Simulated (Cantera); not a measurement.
A freely propagating, adiabatic, planar premixed flame of CH4 : O2 : N2 = 1 : 1.43 : 5.37 (molar parts), equivalence ratio 1.4, unburnt at 373 K and 13300 Pa; mixture-averaged transport, grid criteria slope 0.08 and curve 0.16, no radiation.

Model: GRI-Mech 3.0 (53 species, 325 reactions), integrated in Cantera. Burning velocities carry a grid error of a few per cent, more on coarse grids.

x: mole fraction of selected species; z is measured from the peak of heat release.

```json
[
 {"z (mm)": "-9.55", "T (K)": "373", "u (m/s)": "0.486", "x CH4": "0.128", "x O2": "0.183", "x CH2O": "3.42e-8", "x N2O": "<1e-8", "x NO2": "<1e-8", "x CH2CO": "<1e-8"},
 {"z (mm)": "-6.37", "T (K)": "375", "u (m/s)": "0.491", "x CH4": "0.127", "x O2": "0.182", "x CH2O": "6.72e-7", "x N2O": "<1e-8", "x NO2": "<1e-8", "x CH2CO": "<1e-8"},
 {"z (mm)": "-4.78", "T (K)": "387", "u (m/s)": "0.509", "x CH4": "0.125", "x O2": "0.180", "x CH2O": "5.91e-6", "x N2O": "<1e-8", "x NO2": "1.26e-8", "x CH2CO": "___"},
 {"z (mm)": "-3.18", "T (K)": "493", "u (m/s)": "0.658", "x CH4": "0.117", "x O2": "0.172", "x CH2O": "9.04e-5", "x N2O": "<1e-8", "x NO2": "8.37e-8", "x CH2CO": "___"},
 {"z (mm)": "-1.59", "T (K)": "983", "u (m/s)": "1.35", "x CH4": "0.0784", "x O2": "0.129", "x CH2O": "0.000627", "x N2O": "<1e-8", "x NO2": "2.59e-8", "x CH2CO": "___"},
 {"z (mm)": "-0.796", "T (K)": "1376", "u (m/s)": "1.92", "x CH4": "0.0433", "x O2": "0.0854", "x CH2O": "0.000936", "x N2O": "<1e-8", "x NO2": "1.44e-8", "x CH2CO": "0.000173"},
 {"z (mm)": "0", "T (K)": "1714", "u (m/s)": "2.42", "x CH4": "0.0127", "x O2": "0.0393", "x CH2O": "0.000561", "x N2O": "<1e-8", "x NO2": "<1e-8", "x CH2CO": "0.000168"},
 {"z (mm)": "0.796", "T (K)": "1879", "u (m/s)": "2.66", "x CH4": "0.00185", "x O2": "0.0131", "x CH2O": "0.000157", "x N2O": "<1e-8", "x NO2": "<1e-8", "x CH2CO": "___"},
 {"z (mm)": "1.59", "T (K)": "1927", "u (m/s)": "2.72", "x CH4": "0.000205", "x O2": "0.00396", "x CH2O": "2.73e-5", "x N2O": "<1e-8", "x NO2": "<1e-8", "x CH2CO": "___"},
 {"z (mm)": "3.18", "T (K)": "1944", "u (m/s)": "2.74", "x CH4": "3.53e-6", "x O2": "0.000653", "x CH2O": "7.62e-7", "x N2O": "<1e-8", "x NO2": "<1e-8", "x CH2CO": "___"},
 {"z (mm)": "6.37", "T (K)": "1950", "u (m/s)": "2.74", "x CH4": "1.76e-8", "x O2": "0.000347", "x CH2O": "<1e-8", "x N2O": "<1e-8", "x NO2": "<1e-8", "x CH2CO": "<1e-8"},
 {"z (mm)": "12.7", "T (K)": "1957", "u (m/s)": "2.75", "x CH4": "<1e-8", "x O2": "0.000297", "x CH2O": "<1e-8", "x N2O": "<1e-8", "x NO2": "<1e-8", "x CH2CO": "<1e-8"},
 {"z (mm)": "25.5", "T (K)": "1967", "u (m/s)": "2.76", "x CH4": "<1e-8", "x O2": "0.000232", "x CH2O": "<1e-8", "x N2O": "<1e-8", "x NO2": "<1e-8", "x CH2CO": "<1e-8"}
]
```

**Question.** Fill in the missing entries.

**Answer.** 
- -4.78, x CH2CO: 6.87e-8
- -3.18, x CH2CO: 2.30e-6
- -1.59, x CH2CO: 5.91e-5
- 0.796, x CH2CO: 3.85e-5
- 1.59, x CH2CO: 5.15e-6
- 3.18, x CH2CO: 2.50e-7
